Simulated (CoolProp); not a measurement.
Vapour-liquid equilibrium of isopentane (1) + toluene (2) at 0.648 MPa; x and y are mole fractions of (1).

The numbers come from the multi-fluid Helmholtz-energy mixture model, Lemmon 2006 and Lemmon 2006; pair parameters Bell 2016 in CoolProp.

| x | bubble temperature, mixture model (°C) | bubble temperature, Raoult's law (°C) | y, mixture model | y, Raoult's law |
|---|---|---|---|---|
| 0.05 | 181.0 | 180.5 | 0.202 | 0.235 |
| 0.125 | 165.9 | 166.3 | 0.434 | 0.470 |
| 0.2 | 152.8 | 154.6 | 0.595 | 0.623 |
| 0.275 | 142.0 | 144.9 | 0.705 | 0.726 |
| 0.35 | ? | 136.6 | 0.779 | 0.799 |
| 0.425 | 125.8 | 129.4 | 0.831 | 0.851 |
| 0.5 | ? | 123.1 | 0.869 | 0.890 |
| 0.575 | 115.0 | 117.6 | ? | 0.919 |
| 0.65 | 110.7 | 112.6 | 0.920 | 0.942 |
| 0.725 | ? | 108.2 | ? | 0.960 |
| 0.8 | ? | 104.2 | ? | 0.974 |
| 0.875 | 100.4 | 100.5 | 0.972 | 0.985 |
| 0.95 | 97.2 | 97.1 | ? | 0.995 |

Q: Fill in the missing entries.

A: 
- 0.35, bubble temperature, mixture model (°C): 133.1
- 0.5, bubble temperature, mixture model (°C): 119.9
- 0.575, y, mixture model: 0.897
- 0.725, bubble temperature, mixture model (°C): 107.0
- 0.725, y, mixture model: 0.939
- 0.8, bubble temperature, mixture model (°C): 103.6
- 0.8, y, mixture model: 0.956
- 0.95, y, mixture model: 0.989

The largest gap from Raoult's law is -3.6 K in bubble temperature, at x = 0.425. No azeotrope shows between x = 0.05 and 0.95.

Pair parameters are fitted to limited data, so mixtures are less certain than the pure fluids. The gap from Raoult's law changes sign with composition, which may be real or a fault of the pair parameters; it wasn't checked against measurements.
